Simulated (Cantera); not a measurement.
## Silicon oxide and oxynitride deposition: SiH4 + O3 + H2

Feed: 1 mol SiH4, 0.053 mol O3, 83 mol H2, held at 277 °C and 0.133 bar.

These are equilibrium values from Cantera (NASA tables, ideal gas, pure condensed phases), not measurements of a reactor. Candidate condensed phases: H2O, Si, SiO2; 18 gas species. Rates play no part.

```
Item                   Result
-----------------  ----------
x(H2)                    1.00
n(Si(s))            0.920 mol
n(SiO2(α-quartz))  0.0795 mol
gas amount          85.00 mol
```
